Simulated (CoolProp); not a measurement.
cis-2-butene along the isotherm 525 K: density (kg/m³) from the reference equation and from simpler models built on Tc = 435.8 K, pc = 4.236 MPa, ω = 0.202; each cubic takes its own stable root.

Computed with CoolProp (reference Helmholtz-energy equation of state, Lemmon 2005). It is a short technical equation, of lower accuracy than the large ones.

| p (MPa) | phase | reference |
|---|---|---|
| 2.65 | gas | 38.83 |
| 5.3 | supercritical | 91.31 |
| 7.94 | supercritical | 163.0 |
| 10.6 | supercritical | 242.7 |
| 13.2 | supercritical | 300.2 |
| 15.9 | supercritical | 339.2 |
| 18.5 | supercritical | 365.9 |
| 21.2 | supercritical | 387.0 |
| 23.8 | supercritical | 403.4 |
| 26.5 | supercritical | 417.8 |
| 29.1 | supercritical | 429.6 |
| 31.8 | supercritical | 440.5 |
| 34.4 | supercritical | 449.8 |
| 37.1 | supercritical | 458.5 |
| 39.7 | supercritical | 466.2 |
| 42.4 | supercritical | 473.6 |

Task: How far does each simpler model (ideal gas, van der Waals, Redlich-Kwong, Peng-Robinson) lie from the reference over these 16 states: mean and median of the absolute difference, and the worst?

Result: 
- ideal gas: mean 22.5 %, median 21.3 %, worst -43.9 % at 525 K and 10.6 MPa
- van der Waals: mean 14.7 %, median 17.9 %, worst -21.3 % at 525 K and 42.4 MPa
- Redlich-Kwong: mean 2.8 %, median 2.9 %, worst -4.4 % at 525 K and 15.9 MPa
- Peng-Robinson: mean 2.9 %, median 2.9 %, worst +5.8 % at 525 K and 42.4 MPa
